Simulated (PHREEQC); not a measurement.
A solution holds 0.016 mol/kgw Cu(BF4)2, 0.068 mol/kgw HNO3 and 0.085 mol/kgw H3BO3, at 5 °C. Closed to the air; pH follows from the charge balance.

Computed with PHREEQC (ion-association model, phreeqc.dat).

This is a speciation only: nothing precipitates in the calculation.

Question: Order these F species by the share of F that they hold, largest first: HF, BF2(OH)2-, BF4-, BF3OH-.

Answer: BF4- (91 %), BF3OH- (5.8 %), HF (2.3 %), BF2(OH)2- (0.85 %)

Question: Order these B species by the share of B that they hold, largest first: BF3OH-, H3BO3, BF4-, BF2(OH)2-.

Answer: H3BO3 (73 %), BF4- (25 %), BF3OH- (2.1 %), BF2(OH)2- (0.47 %)

The pH is 1.25 and the ionic strength 0.116 mol/kgw. Complexes and solids missing from the database can't appear. At this temperature some constants are extrapolated from 25 °C, and those without enthalpy data are left unchanged. Real BF4- forms and hydrolyses slowly; the run takes it at equilibrium.
